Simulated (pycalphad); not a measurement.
CALPHAD calculation (pycalphad, COST 507 light-alloy database (1999)), 1 atm. The database dates from 1999; later assessments differ in places, in temperatures and in the compounds included. Phase fractions are per mole of atoms.

Q: Give the equilibrium state of Si-3.301Zr (wt.%) at 1200 K.

A: diamond (Si), fraction 0.969, with no Zr wt.%; SI2ZR, fraction 0.031, with 61.9 Zr wt.%.

Q: Give the equilibrium state of Si-3.301Zr (wt.%) at 1650 K.

A: 
```
T = 1650.00 K, P = 101325 Pa, N = 1 mol of atoms
G = -68077 J/mol, H = 42121 J/mol, S = 66.79 J/(mol K)  (SER reference)
chemical potentials (J/mol): Si -65936, Zr -271836
phase             fraction      x(Si)      x(Zr)
DIAMOND_A4          0.8158     1.0000       none
LIQUID              0.1842     0.9435     0.0565
```

Database names, with the compositions (at.%) that they take in these runs: SI2ZR: Si 67 Zr 33. DIAMOND_A4 is diamond (Si). An entry "none" or "no" means that the model of the phase leaves that element out.
